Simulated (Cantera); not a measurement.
## Reactions in the system H-N-O-Zr

Source: NASA polynomial tables (part measured, part estimated), evaluated in Cantera. Values are per mole of reaction as written; species without (g) are pure solids or liquids, kept so even where they would boil at 1 bar. ZrN: taken at fixed stoichiometry.

NH₃(g) + Zr + 3 OH(g) ⇌ 3 H₂O(g) + ZrN

```csv
T (K),ΔH° (kJ),ΔS° (J/K),ΔG° (kJ),log10 K,condensed phases
1650,-1168.3,-185.7,-862.0,27.29,"Zr(β), ZrN(s)"
1850,-1167.4,-185.1,-824.9,23.29,"Zr(β), ZrN(s)"
2050,-1166.4,-184.6,-787.9,20.08,"Zr(β), ZrN(s)"
2250,-1187.1,-194.4,-749.8,17.41,"Zr(l), ZrN(s)"
2450,-1187.0,-194.3,-710.9,15.16,"Zr(l), ZrN(s)"
2650,-1186.5,-194.1,-672.1,13.25,"Zr(l), ZrN(s)"
2850,-1185.7,-193.8,-633.3,11.61,"Zr(l), ZrN(s)"
```
